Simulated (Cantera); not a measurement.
Mixture: 8.29 % CH4, 19.3 % O2, 72.4 % N2, equivalence ratio 0.86, at 5030 Torr, adiabatic and at constant pressure. Ignition delay is the time to a rise of 400 K.

Detailed kinetics in Cantera: GRI-Mech 3.0 (53 species, 325 reactions).

Predict: delay at 1125 K; delay at 1275 K; delay at 1425 K; delay at 1575 K; apparent activation energy between 1500 and 1650 K.


* **delay at 1125 K**: 18.2 ms
* **delay at 1275 K**: 2.72 ms
* **delay at 1425 K**: 0.522 ms
* **delay at 1575 K**: 0.124 ms
* **apparent activation energy between 1500 and 1650 K**: 180 kJ/mol
